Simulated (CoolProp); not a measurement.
Aqueous ethanol as a coolant, at 38 °C, 1 atm.

Computed with CoolProp (Melinder's fits for secondary coolants).

```json
[
 {"mass %": "3.9", "freezing point (°C)": "-1.6", "density (kg/m³)": "985.6", "conductivity (W/(m K))": "0.596", "Prandtl number": "5.45", "viscosity (mPa s)": "0.771"},
 {"mass %": "9.8", "freezing point (°C)": "-4.3", "density (kg/m³)": "975.9", "conductivity (W/(m K))": "0.552", "Prandtl number": "7.21", "viscosity (mPa s)": "0.932"},
 {"mass %": "15.7", "freezing point (°C)": "-7.9", "density (kg/m³)": "966.7", "conductivity (W/(m K))": "0.511", "Prandtl number": "9.34", "viscosity (mPa s)": "1.11"},
 {"mass %": "21.5", "freezing point (°C)": "-12.4", "density (kg/m³)": "957.5", "conductivity (W/(m K))": "0.473", "Prandtl number": "11.6", "viscosity (mPa s)": "1.27"},
 {"mass %": "27.4", "freezing point (°C)": "-17.7", "density (kg/m³)": "947.2", "conductivity (W/(m K))": "0.437", "Prandtl number": "13.7", "viscosity (mPa s)": "1.40"},
 {"mass %": "33.3", "freezing point (°C)": "-23.3", "density (kg/m³)": "935.9", "conductivity (W/(m K))": "0.404", "Prandtl number": "15.6", "viscosity (mPa s)": "1.49"},
 {"mass %": "39.2", "freezing point (°C)": "-28.8", "density (kg/m³)": "923.5", "conductivity (W/(m K))": "0.373", "Prandtl number": "17.1", "viscosity (mPa s)": "1.55"},
 {"mass %": "45.1", "freezing point (°C)": "-33.9", "density (kg/m³)": "910.4", "conductivity (W/(m K))": "0.344", "Prandtl number": "18.3", "viscosity (mPa s)": "1.57"},
 {"mass %": "51", "freezing point (°C)": "-38.3", "density (kg/m³)": "896.8", "conductivity (W/(m K))": "0.317", "Prandtl number": "19.3", "viscosity (mPa s)": "1.56"},
 {"mass %": "56.9", "freezing point (°C)": "-42.5", "density (kg/m³)": "883.1", "conductivity (W/(m K))": "0.292", "Prandtl number": "19.9", "viscosity (mPa s)": "1.54"}
]
```
